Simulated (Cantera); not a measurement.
**Equilibrium for fluorocarbon and chlorocarbon gases: CH3F + F2 + H2**

A closed system holds: 1 mol CH3F, 0.27 mol F2, 3.9 mol H2, held at 2427 °C and 1300 Pa.

Equilibrium computed with Cantera from the NASA thermochemical tables; the gas is ideal and each condensed phase is pure. Candidate condensed phases: C, C6H6, C7H8, C8H18; 95 gas species. Kinetics and transport are ignored.

| Property | Value |
|---|---|
| x(H2) | 0.447 |
| x(H) | 0.333 |
| x(HF) | 0.207 |
| x(C2H2 (acetylene)) | 0.0105 |
| x(C2H) | 0.000834 |
| x(C3) | 0.000677 |
| x(F) | 0.000523 |
| x(C) | 0.000163 |
| x(C4H2) | 0.000103 |
| n(C(graphite)) | 0.810 mol |
| gas amount | 7.417 mol |
